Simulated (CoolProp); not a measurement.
Vapour-liquid equilibrium of acetone (1) + ethanol (2) at 0.0287 MPa; x and y are mole fractions of (1).

Values from CoolProp's multi-fluid Helmholtz-energy mixture model, Lemmon 2006 and Schroeder 2014; pair parameters Bell 2016.

Task: Give the bubble temperature and the first vapour's composition at x = 0.275, 0.35, 0.575. Is there an azeotrope?

Result: x = 0.275: 307.8 K, y = 0.636; x = 0.35: 305.8 K, y = 0.696; x = 0.575: 301.8 K, y = 0.813. No azeotrope shows between x = 0.05 and 0.95.

The pair parameters rest on a limited set of measurements; away from them the model extrapolates.
